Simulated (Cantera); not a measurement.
A freely propagating, adiabatic, planar premixed flame of CH4 : H2 : O2 : N2 = 1 : 0.055 : 1.45 : 3.77 (molar parts), equivalence ratio 1.4, unburnt at 450 K and 3750 Torr; multicomponent transport, grid criteria slope 0.08 and curve 0.16, no radiation.

Computed with Cantera and GRI-Mech 3.0 (53 species, 325 reactions). Burning velocities carry a grid error of a few per cent, more on coarse grids.

x: mole fraction of selected species; z is measured from the peak of heat release.

| z (mm) | T (K) | u (m/s) | x CH4 | x H2 | x O2 | x NO | x CH2 | x N2O |
|---|---|---|---|---|---|---|---|---|
| -0.339 | 450 | 0.497 | 0.159 | 0.0111 | 0.231 | <1e-8 | <1e-8 | <1e-8 |
| -0.226 | 456 | 0.505 | 0.158 | 0.0158 | 0.229 | <1e-8 | <1e-8 | <1e-8 |
| -0.170 | 475 | 0.530 | 0.156 | 0.0219 | 0.226 | 4.57e-8 | <1e-8 | <1e-8 |
| -0.113 | 604 | 0.684 | 0.146 | 0.0340 | 0.215 | 5.01e-7 | <1e-8 | <1e-8 |
| -0.0565 | 1171 | 1.36 | 0.100 | 0.0519 | 0.160 | 7.12e-6 | 3.83e-8 | 2.20e-8 |
| -0.0283 | 1639 | 1.94 | 0.0573 | 0.0612 | 0.103 | 1.66e-5 | 3.62e-6 | 5.08e-8 |
| 0 | ? | 2.48 | ? | 0.0675 | ? | ? | ? | ? |
| 0.0283 | 2265 | 2.74 | 0.00371 | 0.0694 | 0.0134 | 5.57e-5 | 9.14e-5 | 5.37e-8 |
| 0.0565 | 2334 | 2.82 | 0.000884 | 0.0706 | 0.00374 | 8.31e-5 | 4.09e-5 | 4.21e-8 |
| 0.113 | 2368 | 2.86 | 0.000108 | 0.0728 | 0.000419 | 0.000123 | 5.63e-6 | 3.36e-8 |
| 0.226 | 2383 | 2.87 | ? | 0.0741 | ? | ? | ? | ? |
| 0.452 | 2394 | 2.88 | 2.12e-7 | 0.0744 | 4.12e-5 | 0.000176 | <1e-8 | 2.12e-8 |
| 0.905 | 2399 | 2.89 | <1e-8 | 0.0745 | 2.79e-5 | 0.000183 | <1e-8 | 1.89e-8 |

**Question.** Complete the blanks.

**Answer.** 
- 0, T (K): 2058
- 0, x CH4: 0.0181
- 0, x O2: 0.0446
- 0, x NO: 3.16e-5
- 0, x CH2: 6.55e-5
- 0, x N2O: 6.95e-8
- 0.226, x CH4: 6.85e-6
- 0.226, x O2: 7.47e-5
- 0.226, x NO: 0.000157
- 0.226, x CH2: 2.77e-7
- 0.226, x N2O: 2.62e-8
